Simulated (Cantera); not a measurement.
Input: 1 mol trisilylamine, 2.1 mol N2, 0.25 mol H2, 18 mol NH3, held at 1273 K and 10.0 Torr.

Method: chemical equilibrium by Gibbs-energy minimisation in Cantera with the NASA 1993 tables (ideal gas, pure condensed phases). Candidate condensed phases: Si, Si3N4; 18 gas species. The feed counts by its element totals alone. Kinetics and transport are ignored.

Base state: H2 0.768, N2 0.232 (mole fractions); condensed: Si3N4(s).

Q: What changes in the equilibrium state with this change: trisilylamine replaced by Si2Cl6?

A: 
```
species        before     after
-------------  ------  --------
H2              0.768     0.606
N2              0.232     0.244
HCl                 0     0.149
SiCl2               0  0.000167
SiCl4               0  0.000106
SiCl3               0   5.18e-5
SiHCl3              0   1.72e-5
Si3N4(s), mol    1.00     0.662
```
The tables' values for SiCl3 are old estimates; treat these amounts as uncertain. Further candidate phases: NH4Cl.

Q: What changes in the equilibrium state with this change: trisilylamine replaced by SiH2Cl2?

A: 
| species | before | after |
|---|---|---|
| H2 | 0.768 | 0.687 |
| N2 | 0.232 | 0.263 |
| HCl | 0 | 0.0504 |
| SiCl2 | 0 | 1.60e-5 |
| Si3N4(s), mol | 1.00 | 0.333 |
Further candidate phases: NH4Cl.
